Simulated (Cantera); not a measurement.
A perfectly stirred reactor is fed with NO : N₂ = 1 : 28 (molar parts), at 750 Torr; it is held at 1650 K, and followed from long to short residence time.

Cantera simulation using GRI-Mech 3.0 (53 species, 325 reactions); the numbers are that mechanism's predictions, not measurements.

x: mole fraction; the columns are a selection and need not sum to one.

| τ (s) | x NO | x N₂O | x NO₂ | x O | x N₂ |
|---|---|---|---|---|---|
| 22 | 0.0318 | 4.01e-7 | 9.75e-6 | 1.05e-6 | 0.967 |
| 3.7 | 0.0340 | 4.49e-7 | 5.97e-6 | 6.05e-7 | 0.966 |
| 0.64 | 0.0344 | 4.54e-7 | [?] | [?] | 0.966 |
| 0.11 | 0.0345 | 4.32e-7 | 3.74e-6 | 3.81e-7 | 0.966 |
| 0.018 | 0.0345 | [?] | [?] | [?] | 0.966 |
| 0.0031 | 0.0345 | 1.38e-7 | 2.20e-7 | 3.43e-8 | 0.966 |
| 0.00054 | 0.0345 | 3.19e-8 | 2.57e-8 | 1.10e-8 | 0.966 |

Task: Some entries are withheld; supply them.

Result: 
- 0.64, x NO₂: 4.66e-6
- 0.64, x O: 4.70e-7
- 0.018, x N₂O: 3.27e-7
- 0.018, x NO₂: 1.52e-6
- 0.018, x O: 1.65e-7
